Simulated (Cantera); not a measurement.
Input (Python, Cantera) and output of one run.

```python
import numpy as np
import cantera as ct

gas_names = """
    B BCL BCLF BCL2 BCL3 BF BF2 BF3 BH BHF2 BH2 BH3 BN BO BOCL BOF BOF2 BO2 B2 B2O B2O2 B2O3 B3O3CL3
    B3O3F3 B3O3H3 CL CLF CLF3 CLO CL2 F FO FO2 F2 F2O H HBO HBO2 HCL HF HNO HNO2 HNO3 HOCL HOF HO2 H2
    H2F2 H2O H2O2 H3B3O6 H3F3 H4F4 H5F5 H6F6 H7F7 N NF NF2 NF3 NH NH2 NH3 NH2OH NO NO2 NO3 N2 N2H2 N2H4
    N2O O OH O2 O3
""".split()
cond_names = """
    B(b) B(L) BN(s) B2O3(L) B3O3H3(cr) H2O(s) H2O(L) NH4CL(a) NH4CL(b)
""".split()


def load(file, names, dense=False):
    # The tables refer to 1 bar. Condensed volumes are neglected.
    table = {s.name: s for s in ct.Species.list_from_file(file)}
    out = []
    for n in names:
        d = dict(table[n].input_data)
        d["thermo"] = dict(d["thermo"], **{"reference-pressure": 1e5})
        if dense:
            d["equation-of-state"] = {"model": "constant-volume", "density": "1e6 g/cm^3"}
        out.append(ct.Species.from_dict(d))
    return out


gas = ct.Solution(thermo="ideal-gas", species=load("nasa_gas.yaml", gas_names))
cond = {s.name: ct.Solution(thermo="fixed-stoichiometry", species=[s], name=s.name)
        for s in load("nasa_condensed.yaml", cond_names, dense=True)}
atoms = {
    'B2O3': {'B': 2, 'O': 3},
    'NF3': {'N': 1, 'F': 3},
    'H2': {'H': 2},
    'Cl2': {'CL': 2},
}
top_T = {'BN(s)': 3200}  # K; cautious upper limits of use, not melting points


def equilibrate(T, P, feed):
    n = {}
    for name, mol in feed.items():
        for a, k in atoms[name].items():
            n[a] = n.get(a, 0.0) + k * mol
    gas.TPX = T, P, n
    mass = sum(n.values()) * gas.mean_molecular_weight
    gas.equilibrate("TP")
    valid = [c for c in cond.values() if c.min_temp <= T <= top_T.get(c.name, c.max_temp)]
    mix = ct.Mixture([(gas, mass / gas.mean_molecular_weight)] + [(c, 0.0) for c in valid])
    mix.T, mix.P = T, P
    mix.equilibrate("TP", solver="vcs", rtol=1e-11, max_steps=5000)
    return mix


results = []
feed = {'B2O3': 1, 'NF3': 0.51, 'H2': 19, 'Cl2': 22}  # mol
for P in [1, 3.2, 10, 32, 100, 320, 1000, 3200, 10000, 32000, 100000]:
    for T in [1350, 1400, 1450, 1500, 1550, 1600, 1650, 1700, 1750, 1800, 1850, 1900]:
        mix = equilibrate(T, P, feed)
        results.append((T, P, feed, dict(zip(mix.species_names, mix.species_moles))))

for T, P, feed, n in results:
    print(f"{T:7g} {P:10.4g}  " + (" + ".join(c for c in cond_names if n.get(c, 0) > 1e-12) or "gas only"))
```

It prints:

```
   1350          1  gas only
   1400          1  gas only
   1450          1  gas only
   1500          1  gas only
   1550          1  gas only
   1600          1  gas only
   1650          1  gas only
   1700          1  gas only
   1750          1  gas only
   1800          1  gas only
   1850          1  gas only
   1900          1  gas only
   1350        3.2  gas only
   1400        3.2  gas only
   1450        3.2  gas only
   1500        3.2  gas only
   1550        3.2  gas only
   1600        3.2  gas only
   1650        3.2  gas only
   1700        3.2  gas only
   1750        3.2  gas only
   1800        3.2  gas only
   1850        3.2  gas only
   1900        3.2  gas only
   1350         10  gas only
   1400         10  gas only
   1450         10  gas only
   1500         10  gas only
   1550         10  gas only
   1600         10  gas only
   1650         10  gas only
   1700         10  gas only
   1750         10  gas only
   1800         10  gas only
   1850         10  gas only
   1900         10  gas only
   1350         32  gas only
   1400         32  gas only
   1450         32  gas only
   1500         32  gas only
   1550         32  gas only
   1600         32  gas only
   1650         32  gas only
   1700         32  gas only
   1750         32  gas only
   1800         32  gas only
   1850         32  gas only
   1900         32  gas only
   1350        100  B2O3(L)
   1400        100  gas only
   1450        100  gas only
   1500        100  gas only
   1550        100  gas only
   1600        100  gas only
   1650        100  gas only
   1700        100  gas only
   1750        100  gas only
   1800        100  gas only
   1850        100  gas only
   1900        100  gas only
   1350        320  B2O3(L)
   1400        320  B2O3(L)
   1450        320  gas only
   1500        320  gas only
   1550        320  gas only
   1600        320  gas only
   1650        320  gas only
   1700        320  gas only
   1750        320  gas only
   1800        320  gas only
   1850        320  gas only
   1900        320  gas only
   1350       1000  B2O3(L)
   1400       1000  B2O3(L)
   1450       1000  B2O3(L)
   1500       1000  gas only
   1550       1000  gas only
   1600       1000  gas only
   1650       1000  gas only
   1700       1000  gas only
   1750       1000  gas only
   1800       1000  gas only
   1850       1000  gas only
   1900       1000  gas only
   1350       3200  B2O3(L)
   1400       3200  B2O3(L)
   1450       3200  B2O3(L)
   1500       3200  B2O3(L)
   1550       3200  gas only
   1600       3200  gas only
   1650       3200  gas only
   1700       3200  gas only
   1750       3200  gas only
   1800       3200  gas only
   1850       3200  gas only
   1900       3200  gas only
   1350      1e+04  B2O3(L)
   1400      1e+04  B2O3(L)
   1450      1e+04  B2O3(L)
   1500      1e+04  B2O3(L)
   1550      1e+04  B2O3(L)
   1600      1e+04  gas only
   1650      1e+04  gas only
   1700      1e+04  gas only
   1750      1e+04  gas only
   1800      1e+04  gas only
   1850      1e+04  gas only
   1900      1e+04  gas only
   1350    3.2e+04  B2O3(L)
   1400    3.2e+04  B2O3(L)
   1450    3.2e+04  B2O3(L)
   1500    3.2e+04  B2O3(L)
   1550    3.2e+04  B2O3(L)
   1600    3.2e+04  B2O3(L)
   1650    3.2e+04  B2O3(L)
   1700    3.2e+04  gas only
   1750    3.2e+04  gas only
   1800    3.2e+04  gas only
   1850    3.2e+04  gas only
   1900    3.2e+04  gas only
   1350      1e+05  B2O3(L)
   1400      1e+05  B2O3(L)
   1450      1e+05  B2O3(L)
   1500      1e+05  B2O3(L)
   1550      1e+05  B2O3(L)
   1600      1e+05  B2O3(L)
   1650      1e+05  B2O3(L)
   1700      1e+05  B2O3(L)
   1750      1e+05  gas only
   1800      1e+05  gas only
   1850      1e+05  gas only
   1900      1e+05  gas only
```

Method: chemical equilibrium by Gibbs-energy minimisation in Cantera with the NASA 1993 tables (ideal gas, pure condensed phases). The tables' values for BCl2, BF2 are old estimates.
